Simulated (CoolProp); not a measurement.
A closed Brayton cycle with carbon dioxide: compressor inlet 329.15 K and 9.4 MPa, high pressure 24.6 MPa, turbine inlet 770 K, compressor efficiency 0.8, turbine efficiency 0.85, recuperator effectiveness 0.9 (on enthalpy, no pinch check). Each further row changes one setting.

Computed with CoolProp (reference Helmholtz-energy equation of state, Span 1996).

| case | thermal efficiency (%) | net work (kJ/kg) | compressor to turbine work | compressor exit (K) | turbine exit (K) |
|---|---|---|---|---|---|
| as stated | 27.3 | 60.1 | 0.46 | 406.8 | 664.5 |
| turbine inlet 720 K | 25.0 | 51.6 | 0.49 | 406.8 | 618.1 |
| compressor inlet 339.15 K | 25.4 | 52.8 | 0.52 | 425.0 | 664.5 |
| high pressure 20.9 MPa | 26.6 | 52.9 | 0.43 | 393.3 | 682.0 |
| recuperator effectiveness 0.5 | 17.7 | 60.1 | 0.46 | 406.8 | 664.5 |
